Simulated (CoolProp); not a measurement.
Saturated liquid density (kg/m³) of neopentane: the reference equation beside estimates from Tc = 433.7 K, pc = 3196 kPa, ω = 0.196.

Model: reference Helmholtz-energy equation of state, Lemmon 2006, in CoolProp. It is a short technical equation, of lower accuracy than the large ones.

```csv
T (K),reference,van der Waals,Redlich-Kwong
319,560.4,353.3,508.3
326.9,550.7,347.0,497.0
334.8,540.7,340.4,485.1
342.7,530.2,333.5,472.7
350.6,519.3,326.2,459.7
358.5,507.7,318.6,446.0
366.4,495.5,310.6,431.5
374.3,482.5,302.0,416.1
382.2,468.5,292.9,399.6
390.1,453.2,283.0,381.9
398,436.3,272.1,362.6
405.9,417.2,260.0,341.1
413.8,394.9,246.0,316.7
```

Absolute difference from the reference over all 13 rows, mean and median: van der Waals 37.3 and 37.3 %, Redlich-Kwong 13.5 and 12.9 %.
